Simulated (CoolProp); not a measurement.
Carbonyl sulfide at several states: Z from the reference equation and from simpler models built on Tc = 378.8 K, pc = 6.369 MPa, ω = 0.098; each cubic takes its own stable root.

Values from CoolProp's reference Helmholtz-energy equation of state, Lemmon 2006. It is a short technical equation, of lower accuracy than the large ones.

| T (K) | p (MPa) | phase | reference | Redlich-Kwong | Peng-Robinson |
|---|---|---|---|---|---|
| 605.4 | 1.3 | gas | 0.9861 | 0.9842 | 0.9832 |
| 577.6 | 37.3 | supercritical | 0.8752 | 0.8861 | 0.8729 |
| 563.9 | 0.0249 | gas | 0.9996 | 0.9996 | 0.9996 |
| 234.8 | 0.215 | liquid | 0.005760 | 0.006100 | 0.005374 |
